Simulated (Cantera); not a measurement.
Input (Python, Cantera) and output of one run.

```python
import numpy as np
import cantera as ct

gas_names = """
    CL CL2 H HCL H2 N NH NH2 NH3 N2 N2H2 N2H4 Si SiCL SiCL2 SiCL3 SiCL4 SiH SiHCL3 SiH2 SiH2CL2 SiH3
    SiH3CL SiH4 SiN Si2 Si2N Si3
""".split()
cond_names = """
    NH4CL(a) NH4CL(b) Si(cr) Si(L) Si3N4(a)
""".split()


# ... load() reads the species with a 1 bar reference pressure and builds the phases ...
atoms = {
    'Si3N4': {'Si': 3, 'N': 4},
    'HCl': {'H': 1, 'CL': 1},
    'H2': {'H': 2},
}
top_T = {'Si3N4(a)': 2400}  # K; cautious upper limits of use, not melting points


# ... equilibrate(T, P, feed) seeds the gas with the atoms and calls Mixture.equilibrate('TP', solver="vcs", rtol=1e-11, max_steps=5000) ...
results = []
T = 2048  # K
P = 16000  # Pa
for m in [4.6, 6.7, 9.8, 14, 21, 31, 46, 67]:
    feed = {'Si3N4': 1, 'HCl': 7.3, 'H2': m}  # mol
    mix = equilibrate(T, P, feed)
    results.append((T, P, feed, dict(zip(mix.species_names, mix.species_moles))))

top = {s: max(r[3][s] / sum(r[3][g] for g in gas_names) for r in results) for s in gas_names}
cols = sorted((s for s in top if top[s] > 1e-05), key=lambda s: -top[s])[:6]
seen = [c for c in cond_names if any(r[3].get(c, 0) > 1e-12 for r in results)]
print("log10 of partial pressures in bar; condensed amounts in mol")
print(f"{'n(H2)':>10s}" + "".join(f"{s[:9]:>10s}" for s in cols + seen))
for T, P, feed, n in results:
    ng = sum(n[g] for g in gas_names)
    print(f"{feed['H2']:10.4g}" + "".join(f"{np.log10(max(n[s] / ng * P / 1e5, 1e-99)):10.3f}" for s in cols)
          + "".join(f"{n.get(c, 0):10.4g}" for c in seen))
```

It prints:

```
log10 of partial pressures in bar; condensed amounts in mol
     n(H2)        H2       HCL     SiCL2        N2         H     SiCL3     Si(L)
       4.6    -1.100    -1.522    -1.587    -1.639    -3.200    -3.269    0.6743
       6.7    -1.053    -1.541    -1.673    -1.700    -3.176    -3.398    0.8021
       9.8    -1.006    -1.572    -1.782    -1.777    -3.153    -3.561     0.957
        14    -0.965    -1.614    -1.906    -1.864    -3.133    -3.748     1.124
        21    -0.925    -1.677    -2.074    -1.978    -3.112    -3.999     1.335
        31    -0.893    -1.755    -2.261    -2.102    -3.096    -4.280     1.549
        46    -0.868    -1.849    -2.476    -2.239    -3.084    -4.602     1.766
        67    -0.849    -1.953    -2.702    -2.379    -3.074    -4.941     1.961
```

Equilibrium computed with Cantera from the NASA thermochemical tables; the gas is ideal and each condensed phase is pure. The tables' values for SiCl3, SiCl, SiN are old estimates; treat these amounts as uncertain. Gases not in the tables: Si2H6 and higher silanes.
